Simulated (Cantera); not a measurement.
Feed: 1 mol B2O3, 4.1 mol H2O, 57 mol H2, 0.25 mol O2, at 2.20 mbar.

Equilibrium computed with Cantera from the NASA thermochemical tables; the gas is ideal and each condensed phase is pure. Candidate condensed phases: B, B2O3, B3O3H3, H2O; 23 gas species. Gases not in the tables: H3BO3. Rates play no part.

x: gas mole fraction; n: condensed amount in mol.

```json
[
 {"T (K)": "1173", "x H2": "0.923", "x H2O": "0.0735", "x HBO2": "0.00324", "x H": "…", "n B2O3(l)": "0.900"},
 {"T (K)": "1223", "x H2": "0.922", "x H2O": "0.0718", "x HBO2": "0.00655", "x H": "…", "n B2O3(l)": "0.798"},
 {"T (K)": "1273", "x H2": "0.919", "x H2O": "0.0686", "x HBO2": "0.0123", "x H": "…", "n B2O3(l)": "0.617"},
 {"T (K)": "1323", "x H2": "0.914", "x H2O": "0.0636", "x HBO2": "0.0217", "x H": "…", "n B2O3(l)": "0.318"},
 {"T (K)": "1373", "x H2": "0.910", "x H2O": "0.0585", "x HBO2": "0.0312", "x H": "…", "n B2O3(l)": "0"},
 {"T (K)": "1423", "x H2": "0.910", "x H2O": "0.0586", "x HBO2": "0.0311", "x H": "…", "n B2O3(l)": "0"},
 {"T (K)": "1473", "x H2": "0.909", "x H2O": "0.0587", "x HBO2": "0.0309", "x H": "…", "n B2O3(l)": "0"},
 {"T (K)": "1523", "x H2": "0.909", "x H2O": "0.0589", "x HBO2": "0.0306", "x H": "…", "n B2O3(l)": "0"},
 {"T (K)": "1573", "x H2": "0.909", "x H2O": "0.0590", "x HBO2": "0.0304", "x H": "…", "n B2O3(l)": "0"},
 {"T (K)": "1623", "x H2": "0.908", "x H2O": "0.0592", "x HBO2": "0.0301", "x H": "…", "n B2O3(l)": "0"}
]
```

Question: Some entries are withheld; supply them.

Answer: 
- 1173, x H: 2.42e-6
- 1223, x H: 6.15e-6
- 1273, x H: 1.46e-5
- 1323, x H: 3.23e-5
- 1373, x H: 6.77e-5
- 1423, x H: 0.000135
- 1473, x H: 0.000257
- 1523, x H: 0.000470
- 1573, x H: 0.000826
- 1623, x H: 0.00140
